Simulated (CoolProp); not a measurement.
R11 at several states: Z from the reference equation and from simpler models built on Tc = 198.0 °C, pc = 4.408 MPa, ω = 0.189; each cubic takes its own stable root.

The numbers come from the reference Helmholtz-energy equation of state, Jacobsen 1992 in CoolProp.

| T (°C) | p (MPa) | phase | reference |
|---|---|---|---|
| 218.95 | 1.18 | gas | 0.9174 |
| -12.05 | 16.3 | liquid | 0.6487 |
| 98.85 | 1.85 | liquid | 0.06390 |
| -47.95 | 0.494 | liquid | 0.02211 |

Q: How far does each simpler model (Redlich-Kwong, Soave-Redlich-Kwong, Peng-Robinson) lie from the reference over these 4 states: mean and median of the absolute difference, and the worst?

A: 
- Redlich-Kwong: mean 6.4 %, median 6.9 %, worst +11.4 % at 98.85 °C and 1.85 MPa
- Soave-Redlich-Kwong: mean 4.8 %, median 5.8 %, worst +7.7 % at 98.85 °C and 1.85 MPa
- Peng-Robinson: mean 4.4 %, median 5.2 %, worst -6.3 % at -12.05 °C and 16.3 MPa
